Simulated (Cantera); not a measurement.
What does this Cantera script print?

```python
import numpy as np
import cantera as ct

surf = ct.Interface("diamond.yaml", "diamond_100")
gas, bulk = surf.adjacent["gas"], surf.adjacent["diamond"]
k = surf.kinetics_species_index(bulk.species_names[0])
cover = ["c6HH", "c6H*", "c6*H", "c6**", "c6HM", "c6B"]

rows, drift = [], 0.0
print(f"{'xH':>10s}{'um/h':>11s}" + "".join(f"{s:>11s}" for s in cover))
for v in [0.0001, 0.00021, 0.00042, 0.00087, 0.0018, 0.0037, 0.0076, 0.016, 0.032]:
    T, P, xH, xCH3 = 1225, 3700, v, 0.00011
    gas.TPX = T, P, {"H": xH, "CH3": xCH3, "CH4": 0.0079, "H2": 1 - xH - xCH3 - 0.0079}
    surf.TP = bulk.TP = T, P
    surf.coverages = "c6H*:0.1, c6HH:0.9"
    surf.advance_coverages(100.0)
    before = surf.coverages
    surf.advance_coverages(100.0)
    drift = max(drift, np.max(np.abs(surf.coverages - before) / (surf.coverages + 1e-9)))
    rate = surf.net_production_rates[k] * bulk.mean_molecular_weight / bulk.density * 3.6e9
    rows.append([rate, *surf[cover].coverages])
    print(f"{v:10.4g}{rate:11.4e}" + "".join(f"{x:11.3e}" for x in rows[-1][1:]))
```

Output:

```
        xH       um/h       c6HH       c6H*       c6*H       c6**       c6HM        c6B
    0.0001 4.5273e-02  6.263e-01  2.778e-02  3.390e-01  4.742e-03  4.168e-04  1.229e-10
   0.00021 1.1176e-01  5.422e-01  3.372e-02  4.115e-01  9.860e-03  5.501e-04  3.033e-10
   0.00042 2.1004e-01  4.893e-01  3.725e-02  4.546e-01  1.619e-02  6.641e-04  5.700e-10
   0.00087 3.4990e-01  4.561e-01  3.929e-02  4.793e-01  2.285e-02  7.556e-04  9.495e-10
    0.0018 5.4116e-01  4.381e-01  4.029e-02  4.915e-01  2.803e-02  8.018e-04  1.468e-09
    0.0037 8.2829e-01  4.289e-01  4.078e-02  4.973e-01  3.132e-02  7.936e-04  2.248e-09
    0.0076 1.2803e+00  4.242e-01  4.105e-02  5.001e-01  3.319e-02  7.263e-04  3.474e-09
     0.016 1.9613e+00  4.220e-01  4.123e-02  5.015e-01  3.422e-02  5.961e-04  5.322e-09
     0.032 2.7244e+00  4.210e-01  4.142e-02  5.021e-01  3.473e-02  4.402e-04  7.393e-09
```

Detailed kinetics in Cantera: the Harris–Goodwin 1993 mechanism for the reconstructed diamond (100) surface.
